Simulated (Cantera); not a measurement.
A closed system holds: 1 mol Pb, 0.083 mol CO, 22 mol N2, at 775 K.

These are equilibrium values from Cantera (NASA tables, ideal gas, pure condensed phases), not measurements of a reactor. Candidate condensed phases: C, Pb, PbO, PbO2, Pb3O4; 27 gas species. Rates play no part.

Q: At 10.0 bar, list the 3 most abundant gas species with their mole fractions, and the condensed phases.

A: N2 0.998, CO2 0.00148, CO 0.000806. Condensed: C(graphite) + Pb(l).
